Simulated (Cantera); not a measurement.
A perfectly stirred reactor is fed with H2 : O2 = 0.25 : 1 (molar parts), equivalence ratio 0.12, at 1600 Pa; it is held at 1423 K, and followed from long to short residence time.

Detailed kinetics in Cantera: the H2/O2 subset of GRI-Mech 3.0, which has no nitrogen chemistry. Radical loss at walls, strong at low pressure, is not modelled. The temperature is held fixed by assumption; the heat of reaction is taken as removed at once.

Q: Predict: x(H2) at τ = 12.0 s; x(O2) at τ = 12.0 s; x(H) at τ = 12.0 s; x(O) at τ = 12.0 s; x(H2O2) at τ = 12.0 s; x(H2) at τ = 45.0 ms; x(O2) at τ = 45.0 ms; x(H) at τ = 45.0 ms; x(O) at τ = 45.0 ms; x(H2O2) at τ = 45.0 ms.

A: 
* **x(H2) at τ = 12.0 s**: 0.000129
* **x(O2) at τ = 12.0 s**: 0.776
* **x(H) at τ = 12.0 s**: 4.99e-5
* **x(O) at τ = 12.0 s**: 0.000836
* **x(H2O2) at τ = 12.0 s**: 4.62e-8
* **x(H2) at τ = 45.0 ms**: 0.00436
* **x(O2) at τ = 45.0 ms**: 0.742
* **x(H) at τ = 45.0 ms**: 0.0110
* **x(O) at τ = 45.0 ms**: 0.0304
* **x(H2O2) at τ = 45.0 ms**: 2.26e-7
